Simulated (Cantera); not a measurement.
An isothermal, constant-pressure homogeneous reactor starts with H₂ : O₂ : N₂ = 1.5 : 1 : 12 (molar parts), equivalence ratio 0.75, at 1200 K and 0.200 bar.

Cantera simulation using the H2/O2 subset of GRI-Mech 3.0, which has no nitrogen chemistry; the numbers are that mechanism's predictions, not measurements. The temperature is held fixed by assumption; the heat of reaction is taken as removed at once.

One state of this run: x H₂ = 8.88e-6; x O₂ = 0.0182; x O = 2.59e-6; x H₂O₂ = 3.46e-8; x H = 4.20e-7; x OH = 4.70e-5; x H₂O = 0.109. x: mole fraction; the columns are a selection and need not sum to one.

Q: Which value of t (s) does it belong to?
(A) 2.00e-5
(B) 4.00
(C) 0.00894
(D) 0.0684

A: D, 0.0684
